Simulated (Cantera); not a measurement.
Input (Python, Cantera):

```python
import numpy as np
import cantera as ct

gas = ct.Solution("gri30.yaml")
gas.TPX = 1125, 42, {'C2H6': 1, 'N2': 450}
inlet = ct.Reservoir(gas, clone=True)

reactor = ct.IdealGasConstPressureReactor(gas, energy="off", clone=False)
exhaust = ct.Reservoir(gas, clone=True)
tau = [4.4, 1.4, 0.45, 0.15, 0.047, 0.015, 0.0049][0]
for a, b in ((inlet, reactor), (reactor, exhaust)):
    ct.MassFlowController(a, b, mdot=lambda t: reactor.mass / tau)
net = ct.ReactorNet([reactor])
show = ['C2H6', 'H', 'H2', 'CH4', 'C2H4', 'C2H', 'CH2']

rows = []
print(f"{'tau/s':>10s}{'T/K':>9s}" + "".join(f"{s:>11s}" for s in show))
for tau in [4.4, 1.4, 0.45, 0.15, 0.047, 0.015, 0.0049]:
    net.initial_time = 0.0
    net.advance(30 * tau)
    before = gas.X
    net.advance(40 * tau)
    drift = np.max(np.abs(gas.X - before) / (gas.X + 1e-9))
    rows.append([gas.T, *gas[show].X, drift])
    print(f"{tau:10.3e}{gas.T:9.1f}" + "".join(f"{x:11.3e}" for x in gas[show].X))
```

It prints:

```
     tau/s      T/K       C2H6          H         H2        CH4       C2H4        C2H        CH2
 4.400e+00   1125.0  2.063e-03  1.323e-06  1.341e-04  1.029e-05  1.369e-04  1.025e-12  4.591e-09
 1.400e+00   1125.0  2.196e-03  4.673e-07  1.603e-05  1.106e-06  1.664e-05  2.512e-14  7.509e-10
 4.500e-01   1125.0  2.215e-03  7.322e-08  8.140e-07  1.216e-07  8.875e-07  9.614e-18  4.838e-11
 1.500e-01   1125.0  2.217e-03  8.042e-09  2.982e-08  1.398e-08  3.779e-08  1.302e-21  2.174e-12
 4.700e-02   1125.0  2.217e-03  6.703e-10  7.790e-10  1.390e-09  1.439e-09  2.055e-25  7.310e-14
 1.500e-02   1125.0  2.217e-03  4.734e-11  1.756e-11  1.421e-10  6.222e-11  5.294e-29  2.483e-15
 4.900e-03   1125.0  2.217e-03  3.242e-12  3.928e-13  1.518e-11  2.774e-12  1.666e-32  8.851e-17
```

Detailed kinetics in Cantera: GRI-Mech 3.0 (53 species, 325 reactions). GRI-Mech 3.0 stops at C3 and has no aromatics, soot or wall deposition, so with more carbon than oxygen in the feed, carbon stays in small species such as C2H2 where larger ones or solid carbon would form. Radical loss at walls, strong at low pressure, is not modelled.
